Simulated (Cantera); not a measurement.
An isothermal, constant-pressure homogeneous reactor starts with C2H4 : H2 : N2 = 1 : 47 : 0.059 (molar parts), at 1773 K and 0.336 atm.

Computed with Cantera and GRI-Mech 3.0 (53 species, 325 reactions). GRI-Mech 3.0 was tuned for natural gas; its chemistry of ethylene as a main component is partial and can be far from experiment. GRI-Mech 3.0 stops at C3 and has no aromatics, soot or wall deposition, so with more carbon than oxygen in the feed, carbon stays in small species such as C2H2 where larger ones or solid carbon would form.

x: mole fraction; the columns are a selection and need not sum to one.

```json
[
 {"t (s)": "0.000600", "x C2H4": "0.0155", "x H2": "0.978", "x CH4": "8.30e-6", "x H": "4.69e-5", "x C2H": "1.95e-9", "x CH2": "1.24e-9"},
 {"t (s)": "0.00110", "x C2H4": "0.0109", "x H2": "0.978", "x CH4": "2.35e-5", "x H": "7.78e-5", "x C2H": "5.98e-9", "x CH2": "1.46e-9"},
 {"t (s)": "0.00203", "x C2H4": "…", "x H2": "0.978", "x CH4": "…", "x H": "…", "x C2H": "…", "x CH2": "9.95e-10"},
 {"t (s)": "0.00372", "x C2H4": "…", "x H2": "0.978", "x CH4": "…", "x H": "…", "x C2H": "…", "x CH2": "3.26e-10"},
 {"t (s)": "0.00684", "x C2H4": "0.000201", "x H2": "0.978", "x CH4": "7.97e-5", "x H": "0.000274", "x C2H": "4.40e-8", "x CH2": "2.35e-10"},
 {"t (s)": "0.0126", "x C2H4": "0.000189", "x H2": "0.978", "x CH4": "9.54e-5", "x H": "0.000408", "x C2H": "6.54e-8", "x CH2": "5.03e-10"},
 {"t (s)": "0.0231", "x C2H4": "0.000187", "x H2": "0.978", "x CH4": "0.000135", "x H": "0.000482", "x C2H": "7.72e-8", "x CH2": "8.88e-10"},
 {"t (s)": "0.0424", "x C2H4": "0.000187", "x H2": "0.978", "x CH4": "0.000216", "x H": "0.000493", "x C2H": "7.89e-8", "x CH2": "1.38e-9"},
 {"t (s)": "0.0780", "x C2H4": "0.000186", "x H2": "0.978", "x CH4": "0.000364", "x H": "0.000493", "x C2H": "7.86e-8", "x CH2": "2.21e-9"},
 {"t (s)": "0.143", "x C2H4": "0.000185", "x H2": "0.978", "x CH4": "0.000631", "x H": "0.000492", "x C2H": "7.79e-8", "x CH2": "3.69e-9"},
 {"t (s)": "0.263", "x C2H4": "0.000183", "x H2": "0.977", "x CH4": "0.00109", "x H": "0.000490", "x C2H": "7.68e-8", "x CH2": "6.22e-9"},
 {"t (s)": "0.484", "x C2H4": "0.000180", "x H2": "0.977", "x CH4": "0.00180", "x H": "0.000488", "x C2H": "7.52e-8", "x CH2": "1.01e-8"},
 {"t (s)": "0.889", "x C2H4": "0.000176", "x H2": "0.977", "x CH4": "0.00260", "x H": "0.000486", "x C2H": "7.35e-8", "x CH2": "1.44e-8"},
 {"t (s)": "1.63", "x C2H4": "0.000174", "x H2": "0.976", "x CH4": "0.00308", "x H": "0.000486", "x C2H": "7.25e-8", "x CH2": "1.69e-8"},
 {"t (s)": "3.00", "x C2H4": "0.000174", "x H2": "0.976", "x CH4": "0.00317", "x H": "0.000486", "x C2H": "7.23e-8", "x CH2": "1.74e-8"}
]
```

Task: What belongs in the gaps?

Result: 
- 0.00203, x C2H4: 0.00503
- 0.00203, x CH4: 4.90e-5
- 0.00203, x H: 0.000114
- 0.00203, x C2H: 1.39e-8
- 0.00372, x C2H4: 0.000975
- 0.00372, x CH4: 7.03e-5
- 0.00372, x H: 0.000167
- 0.00372, x C2H: 2.58e-8
